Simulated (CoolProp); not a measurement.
Vapour-liquid equilibrium of R13 (1) + propylene (2) at 252.8 K; x and y are mole fractions of (1).

Model: multi-fluid Helmholtz-energy mixture model, Platzer 1990 and Lemmon 2013; pair parameters Bell 2016, in CoolProp. This equation is an older, rougher fit; its heat capacities, sound speeds and derivatives of the liquid may be far off and weren't checked against measurements.

Problem. Give the bubble pressure and the first vapour's composition at x = 0.05, 0.15, 0.55. Is there an azeotrope?

Solution. x = 0.05: 376.9 kPa, y = 0.222; x = 0.15: 506.8 kPa, y = 0.458; x = 0.55: 853.3 kPa, y = 0.778. No azeotrope shows between x = 0.05 and 0.95.

The pair parameters rest on a limited set of measurements; away from them the model extrapolates.
